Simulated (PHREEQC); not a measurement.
A solution holds 0.01 mol/kgw HCl and 0.02 mol/kgw CuSO4, at 20 °C and 500 atm. Closed to the air; pH follows from the charge balance.

All values are PHREEQC results (ion-association model, phreeqc.dat), not measurements.

The ionic strength comes out as 0.0660 mol/kgw. What activity coefficients do CuCl+, H+, Cl-, SO4-2, HSO4- get?

CuCl+ 0.80, H+ 0.85, Cl- 0.80, SO4-2 0.44, HSO4- 0.81.

This is a speciation only: nothing precipitates in the calculation. Species that the database lacks are ignored. Under pressure, the constants of complexes without a molar volume in the database are unreliable.
